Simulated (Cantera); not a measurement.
Feed: 1 mol SiH2Cl2, 2.5 mol HCl, 5.1 mol H2, at 1848.15 K and 3.15 Torr.

Equilibrium computed with Cantera from the NASA thermochemical tables; the gas is ideal and each condensed phase is pure. Candidate condensed phases: Si; 19 gas species. The tables' values for SiCl3, SiCl are old estimates; treat these amounts as uncertain. Equilibrium is a limit: real reactors are often held back by kinetics, nucleation or transport.

Base state: H2 0.630, HCl 0.258, SiCl2 0.102, H 0.00650, Cl 0.00202, SiCl3 0.000879, SiCl 0.000686, Si 0.000497 (mole fractions); condensed: gas only.

Q: What changes in the equilibrium state with this change: temperature from 1848.15 K to 1273 K?

A: 
```csv
species,before,after
H2,0.630,0.687
HCl,0.258,0.206
SiCl2,0.102,0.0669
SiCl4,1.12e-5,0.0225
SiCl3,0.000879,0.0152
Si,0.000497,1.80e-9
SiH,2.55e-5,<1e-9
SiCl,0.000686,2.06e-7
```
The tables' values for SiCl3 are old estimates; treat these amounts as uncertain.

Q: What changes in the equilibrium state with this change: pressure from 3.15 Torr to 180 Torr?

A: 
```tsv
species	before	after
H2	0.630	0.641
HCl	0.258	0.253
SiCl2	0.102	0.0972
H	0.00650	0.000867
SiCl3	0.000879	0.00619
Si	0.000497	8.77e-6
SiH2Cl2	9.78e-7	5.44e-5
```

Q: What changes in the equilibrium state with this change: SiH2Cl2 replaced by Si(CH3)4?

A: 
```json
[
 {"species": "H2", "before": "0.630", "after": "0.813"},
 {"species": "HCl", "before": "0.258", "after": "0.175"},
 {"species": "H", "before": "0.00650", "after": "0.00738"},
 {"species": "SiCl2", "before": "0.102", "after": "0.00326"},
 {"species": "C2H2 (acetylene)", "before": "0", "after": "0.000210"},
 {"species": "SiCl4", "before": "1.12e-5", "after": "1.29e-7"},
 {"species": "C(graphite), mol", "before": "0", "after": "3.04"},
 {"species": "SiC(s), mol", "before": "0", "after": "0.954"}
]
```
The tables' values for SiCl, SiCl3 are old estimates; treat these amounts as uncertain. Further candidate phases: C, C6H6, C7H8, C8H18, SiC.
